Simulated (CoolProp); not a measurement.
Vapour-liquid equilibrium of acetone (1) + ethanol (2) at 407 kPa; x and y are mole fractions of (1).

Model: multi-fluid Helmholtz-energy mixture model, Lemmon 2006 and Schroeder 2014; pair parameters Bell 2016, in CoolProp.

```
x     bubble temperature (K)  y at the bubble point  dew temperature at overall composition x (K)  liquid density (mol/L)
----  ----------------------  ---------------------  --------------------------------------------  ----------------------
0.05                   389.6                  0.101                                         390.6                   14.85
0.2                    384.9                  0.325                                         387.5                   14.31
0.35                   381.8                  0.479                                         384.4                   13.77
0.5                    379.6                  0.600                                         381.4                   13.27
0.65                   378.1                  0.709                                         378.8                   12.80
0.8                    377.1                  0.821                                         377.2                   12.38
0.95                   376.6                  0.951                                         376.6                   11.99
```

No azeotrope shows between x = 0.05 and 0.95.

The pair parameters rest on a limited set of measurements; away from them the model extrapolates.
